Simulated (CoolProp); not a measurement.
Saturation properties of n-perfluoropentane.

Values from CoolProp's reference Helmholtz-energy equation of state, Gao 2022.

```json
[
 {"T (K)": "205.2", "p (MPa)": "0.0003127", "liquid density (kg/m³)": "1881", "vapour density (kg/m³)": "0.05283", "enthalpy of vaporisation (kJ/kg)": "115.3", "liquid cp (kJ/(kg K))": "(withheld)"},
 {"T (K)": "211.1", "p (MPa)": "0.0005372", "liquid density (kg/m³)": "1865", "vapour density (kg/m³)": "0.08824", "enthalpy of vaporisation (kJ/kg)": "113.9", "liquid cp (kJ/(kg K))": "0.8827"},
 {"T (K)": "216.9", "p (MPa)": "0.0008834", "liquid density (kg/m³)": "1848", "vapour density (kg/m³)": "0.1413", "enthalpy of vaporisation (kJ/kg)": "112.5", "liquid cp (kJ/(kg K))": "0.8927"},
 {"T (K)": "222.8", "p (MPa)": "0.001419", "liquid density (kg/m³)": "1831", "vapour density (kg/m³)": "0.2211", "enthalpy of vaporisation (kJ/kg)": "111.1", "liquid cp (kJ/(kg K))": "0.9032"},
 {"T (K)": "228.6", "p (MPa)": "0.002196", "liquid density (kg/m³)": "(withheld)", "vapour density (kg/m³)": "0.3337", "enthalpy of vaporisation (kJ/kg)": "109.7", "liquid cp (kJ/(kg K))": "0.9136"},
 {"T (K)": "234.5", "p (MPa)": "(withheld)", "liquid density (kg/m³)": "1798", "vapour density (kg/m³)": "0.4944", "enthalpy of vaporisation (kJ/kg)": "108.3", "liquid cp (kJ/(kg K))": "0.9245"},
 {"T (K)": "240.4", "p (MPa)": "0.004934", "liquid density (kg/m³)": "(withheld)", "vapour density (kg/m³)": "(withheld)", "enthalpy of vaporisation (kJ/kg)": "106.9", "liquid cp (kJ/(kg K))": "0.9355"},
 {"T (K)": "246.2", "p (MPa)": "0.007095", "liquid density (kg/m³)": "1764", "vapour density (kg/m³)": "1.006", "enthalpy of vaporisation (kJ/kg)": "105.5", "liquid cp (kJ/(kg K))": "0.9465"},
 {"T (K)": "252.1", "p (MPa)": "0.01005", "liquid density (kg/m³)": "(withheld)", "vapour density (kg/m³)": "1.395", "enthalpy of vaporisation (kJ/kg)": "104.1", "liquid cp (kJ/(kg K))": "0.9578"},
 {"T (K)": "257.9", "p (MPa)": "(withheld)", "liquid density (kg/m³)": "1730", "vapour density (kg/m³)": "1.890", "enthalpy of vaporisation (kJ/kg)": "102.7", "liquid cp (kJ/(kg K))": "0.9690"},
 {"T (K)": "263.8", "p (MPa)": "0.01896", "liquid density (kg/m³)": "1712", "vapour density (kg/m³)": "2.530", "enthalpy of vaporisation (kJ/kg)": "101.2", "liquid cp (kJ/(kg K))": "0.9804"},
 {"T (K)": "269.6", "p (MPa)": "0.02532", "liquid density (kg/m³)": "1695", "vapour density (kg/m³)": "3.320", "enthalpy of vaporisation (kJ/kg)": "99.71", "liquid cp (kJ/(kg K))": "(withheld)"}
]
```

Task: What belongs in the gaps?

Result: 
- 205.2, liquid cp (kJ/(kg K)): 0.8729
- 228.6, liquid density (kg/m³): 1815
- 234.5, p (MPa): 0.003333
- 240.4, liquid density (kg/m³): 1781
- 240.4, vapour density (kg/m³): 0.7150
- 252.1, liquid density (kg/m³): 1747
- 257.9, p (MPa): 0.01389
- 269.6, liquid cp (kJ/(kg K)): 0.9917

It boils at 302.5 K under 1 atm.
